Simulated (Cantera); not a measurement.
# Equilibrium for silicon carbide growth: SiH4 + CH4 + H2

A closed system holds: 1 mol SiH4, 0.15 mol CH4, 5.3 mol H2, equilibrated at 0.0720 bar.

Equilibrium computed with Cantera from the NASA thermochemical tables; the gas is ideal and each condensed phase is pure. Candidate condensed phases: C, C6H6, C7H8, C8H18, Si, SiC; 87 gas species. Mutual solubility and eutectic melting of coexisting phases are not modelled. Gases not in the tables: Si2H6 and higher silanes. Kinetics and transport are ignored.

From 1250 K to 1650 K the condensed part is Si(s) + SiC(s). From 1750 K to 2150 K the condensed part is Si(l) + SiC(s). The main Si-bearing gas is SiH4 at 1250 K and Si at 2150 K.

```tsv
T (K)	log p H2	log p H	log p Si	log p SiH	log p SiH2	n Si(s)	n SiC(s)	n Si(l)
1250	-1.14	-6.89	-11.08	-10.61	-8.65	0.850	0.150	0
1350	-1.14	-6.19	-9.70	-9.47	-7.90	0.850	0.150	0
1450	-1.14	-5.60	-8.51	-8.48	-7.26	0.850	0.150	0
1550	-1.14	-5.07	-7.48	-7.63	-6.70	0.850	0.150	0
1650	-1.14	-4.61	-6.57	-6.88	-6.21	0.850	0.150	0
1750	-1.14	-4.20	-5.82	-6.27	-5.82	0	0.150	0.850
1850	-1.14	-3.84	-5.19	-5.77	-5.52	0	0.150	0.849
1950	-1.14	-3.51	-4.62	-5.31	-5.25	0	0.150	0.846
2050	-1.15	-3.22	-4.11	-4.90	-5.00	0	0.150	0.839
2150	-1.15	-2.95	-3.65	-4.54	-4.78	0	0.149	0.819
```
log p: log10 of the partial pressure in bar; n: condensed amount in mol.
